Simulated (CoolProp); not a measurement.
Saturation properties of hexamethyldisiloxane (MM) (Tc = 245.6 °C, pc = 1.931 MPa, ω = 0.418).

Computed with CoolProp (reference Helmholtz-energy equation of state, Thol 2016).

```
T (°C)    p (MPa)  liquid density (kg/m³)  vapour density (kg/m³)  surface tension (mN/m)
------  ---------  ----------------------  ----------------------  ----------------------
-9.75   0.0007127                   795.6                 0.05294                    18.6
-6.85   0.0008682                   792.6                 0.06380                    18.3
-3.95    0.001052                   789.6                 0.07650                    18.0
-1.05    0.001268                   786.6                 0.09128                    17.8
1.85     0.001522                   783.7                  0.1084                    17.5
4.75     0.001817                   780.7                  0.1282                    17.2
7.65     0.002160                   777.7                  0.1509                    17.0
10.55    0.002557                   774.6                  0.1768                    16.7
13.45    0.003014                   771.6                  0.2064                    16.5
16.35    0.003537                   768.6                  0.2400                    16.2
19.25    0.004136                   765.6                  0.2780                    15.9
22.15    0.004817                   762.5                  0.3209                    15.7
25.15    0.005619                   759.3                  0.3708                    15.4
```

It boils at 100.5 °C under 1 atm.

Surface tension comes from a separate correlation (Mulero 2014), older than this fluid's equation and unchecked against measurements.
